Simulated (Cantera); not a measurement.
# Ignition delay

Mixture: 4.59 % C₂H₄, 11.5 % O₂, 75.7 % N₂, 8.26 % CO₂, equivalence ratio 1.2, at 340000 Pa, adiabatic and at constant pressure. Ignition delay is the time to a rise of 400 K.

Model: GRI-Mech 3.0 (53 species, 325 reactions), integrated in Cantera. GRI-Mech 3.0 was tuned for natural gas; its chemistry of ethylene as a main component is partial and can be far from experiment.

```tsv
T0 (K)	delay (ms)
1150	3.80
1250	0.260
1350	0.0466
1450	0.0216
1550	0.0132
1650	0.00913
```

The apparent activation energy between 1450 and 1650 K comes out as 86 kJ/mol.
